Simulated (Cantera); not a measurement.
A closed system holds: 1 mol Si, a varied amount of CO2, 12 mol H2, 0.49 mol N2O, at 1302 °C and 34.0 Pa.

Equilibrium computed with Cantera from the NASA thermochemical tables; the gas is ideal and each condensed phase is pure. Candidate condensed phases: C, C6H6, C7H8, C8H18, H2O, Si, SiC, SiO2, Si2N2O, Si3N4; 151 gas species. Mutual solubility and eutectic melting of coexisting phases are not modelled. Equilibrium is a limit: real reactors are often held back by kinetics, nucleation or transport.

Q: Which condensed phases are stable at each of these points (n(CO2) (mol)): 0.037, 0.11, 0.18, 0.25, 0.32, 0.39, 0.46?

A: 
| n(CO2) (mol) | condensed phases | Si condensed (%) |
|---|---|---|
| 0.037 | Si(s) + SiC(s) | 45.3 |
| 0.11 | Si(s) + SiC(s) | 31.2 |
| 0.18 | Si(s) + SiC(s) | 17.6 |
| 0.25 | SiC(s) | 12.9 |
| 0.32 | SiC(s) | 9.4 |
| 0.39 | SiC(s) | 6.0 |
| 0.46 | SiC(s) | 2.5 |

From 0.037 mol CO2 to 0.18 mol CO2 the condensed part is Si(s) + SiC(s). From 0.25 mol CO2 to 0.46 mol CO2 the condensed part is SiC(s).
